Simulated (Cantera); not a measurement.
Input: 1 mol CH₃Cl, 1.1 mol H₂, equilibrated at 2050 K and 0.133 bar.

Cantera equilibrium calculation (NASA polynomials, part measured and part estimated; ideal gas, pure solids and liquids). Candidate condensed phases: C, C₆H₆, C₇H₈, C₈H₁₈; 91 gas species. Kinetics and transport are ignored.

Base state: H₂ 0.673, HCl 0.320, H 0.00510, Cl 0.00179, C₂H₂ (acetylene) 0.000714, CH₄ 2.25e-5 (mole fractions); condensed: C(graphite).

Task: What changes in the equilibrium state with this change: temperature from 2050 K to 675 K?

Result: 
```
species             before  after
----------------  --------  -----
HCl                  0.320  0.401
H₂                   0.673  0.354
CH₄                2.25e-5  0.244
H                  0.00510  <1e-9
Cl                 0.00179  <1e-9
C₂H₂ (acetylene)  0.000714  <1e-9
C(graphite), mol     0.995  0.391
```
